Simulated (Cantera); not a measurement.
A Cantera script and what it prints.

```python
import numpy as np
import cantera as ct

gas_names = """
    B BH BH2 BH3 BO BO2 B2 B2O B2O2 B2O3 B3O3H3 H HBO HBO2 HO2 H2 H2O H2O2 H3B3O6 O OH O2 O3
""".split()
cond_names = """
    B(b) B(L) B2O3(L) B3O3H3(cr) H2O(s) H2O(L)
""".split()


# ... load() reads the species with a 1 bar reference pressure and builds the phases ...
atoms = {
    'B2O3': {'B': 2, 'O': 3},
    'H2': {'H': 2},
}
top_T = {}  # K; cautious upper limits of use, not melting points


# ... equilibrate(T, P, feed) seeds the gas with the atoms and calls Mixture.equilibrate('TP', solver="vcs", rtol=1e-11, max_steps=5000) ...
results = []
T = 1948.15  # K
P = 1000  # Pa
for m in [17, 40, 62, 85, 110, 130, 150, 180]:
    feed = {'B2O3': 1, 'H2': m}  # mol
    mix = equilibrate(T, P, feed)
    results.append((T, P, feed, dict(zip(mix.species_names, mix.species_moles))))

top = {s: max(r[3][s] / sum(r[3][g] for g in gas_names) for r in results) for s in gas_names}
cols = sorted((s for s in top if top[s] > 0.0001), key=lambda s: -top[s])[:9]
seen = [c for c in cond_names if any(r[3].get(c, 0) > 1e-12 for r in results)]
print("log10 of partial pressures in bar; condensed amounts in mol")
print(f"{'n(H2)':>10s}" + "".join(f"{s[:9]:>10s}" for s in cols + seen))
for T, P, feed, n in results:
    ng = sum(n[g] for g in gas_names)
    print(f"{feed['H2']:10.4g}" + "".join(f"{np.log10(max(n[s] / ng * P / 1e5, 1e-99)):10.3f}" for s in cols)
          + "".join(f"{n.get(c, 0):10.4g}" for c in seen))
```

Output:

```
log10 of partial pressures in bar; condensed amounts in mol
     n(H2)        H2      HBO2       HBO      B2O3         H        BO       H2O      B2O2
        17    -2.047    -3.516    -3.543    -3.694    -3.970    -4.282    -4.356    -4.568
        40    -2.025    -3.829    -3.761    -4.247    -3.959    -4.512    -4.429    -5.027
        62    -2.019    -4.013    -3.886    -4.562    -3.956    -4.640    -4.481    -5.284
        85    -2.016    -4.156    -3.981    -4.803    -3.954    -4.736    -4.526    -5.476
       110    -2.013    -4.279    -4.061    -5.009    -3.953    -4.817    -4.568    -5.638
       130    -2.012    -4.363    -4.114    -5.146    -3.953    -4.871    -4.597    -5.745
       150    -2.011    -4.437    -4.160    -5.267    -3.952    -4.917    -4.624    -5.839
       180    -2.010    -4.534    -4.220    -5.425    -3.952    -4.977    -4.660    -5.959
```

Equilibrium computed with Cantera from the NASA thermochemical tables; the gas is ideal and each condensed phase is pure.
